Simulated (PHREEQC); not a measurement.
Synthetic water in mg/kgw, 20 °C, pH 7.06, pe 12.8:

```tsv
constituent	mg/kgw
Na	238
K	0.258
Ca	194
Mg	178
Cl	1090
S(6) as SO4	155
Alkalinity as HCO3	50.3
Si as SiO2	2.46
```

Na is adjusted to close the charge balance.
Valence states are taken as typed.

Model: ion-association model, wateq4f.dat, run in PHREEQC.

Question: The ionic strength comes out as 0.0462 mol/kgw. What activity coefficients do NaSO4-, CaHCO3+, Na+, Mg+2, K+ get?

Answer: NaSO4- 0.83, CaHCO3+ 0.84, Na+ 0.83, Mg+2 0.50, K+ 0.82.

No solid was allowed to form. Species that the database lacks are ignored.
